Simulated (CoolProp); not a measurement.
The numbers come from the reference Helmholtz-energy equation of state, Lemmon 2005 in CoolProp. It is a short technical equation, of lower accuracy than the large ones.

Task: Give the vapour pressure (MPa), liquid density (kg/m³), enthalpy of vaporisation (kJ/kg), liquid cp (kJ/(kg K)) of saturated trans-2-butene at 226.5, 236, 245.6 K.

Result: 
```csv
T (K),p (MPa),liquid density (kg/m³),enthalpy of vaporisation (kJ/kg),liquid cp (kJ/(kg K))
226.5,0.0106,677,446,2.07
236,0.0181,667,438,2.09
245.6,0.0296,657,430,2.12
```
